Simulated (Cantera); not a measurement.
## Silicon nitride deposition: SiH4 + NH3 + H2 + N2

Feed: 1 mol SiH4, 38 mol NH3, 63 mol H2, 32 mol N2, at 0.0100 bar.

Method: chemical equilibrium by Gibbs-energy minimisation in Cantera with the NASA 1993 tables (ideal gas, pure condensed phases). Candidate condensed phases: Si, Si3N4; 18 gas species. The tables' values for SiN are old estimates; treat these amounts as uncertain. Gases not in the tables: Si2H6 and higher silanes. Equilibrium is a limit: real reactors are often held back by kinetics, nucleation or transport.

```tsv
T (K)	log p H2	log p N2	log p H	log p Si	log p SiH	n Si3N4(s)	n Si(l)
1100	-2.15	-2.53	-8.66	<-14	<-14	0.333	0
1175	-2.15	-2.53	-7.99	<-14	<-14	0.333	0
1250	-2.15	-2.53	-7.39	-13.99	<-14	0.333	0
1325	-2.15	-2.53	-6.86	-12.35	-12.56	0.333	0
1400	-2.15	-2.53	-6.39	-10.89	-11.27	0.333	0
1475	-2.15	-2.53	-5.96	-9.58	-10.10	0.333	0
1550	-2.15	-2.53	-5.58	-8.40	-9.05	0.333	0
1625	-2.15	-2.53	-5.23	-7.32	-8.10	0.333	0
1700	-2.15	-2.53	-4.91	-6.35	-7.24	0.330	0
1775	-2.15	-2.53	-4.61	-5.66	-6.65	0	0.950
1850	-2.15	-2.53	-4.35	-5.19	-6.27	0	0.862
```
log p: log10 of the partial pressure in bar; n: condensed amount in mol.

From 1100 K to 1700 K the condensed part is Si3N4(s). From 1775 K to 1850 K the condensed part is Si(l).
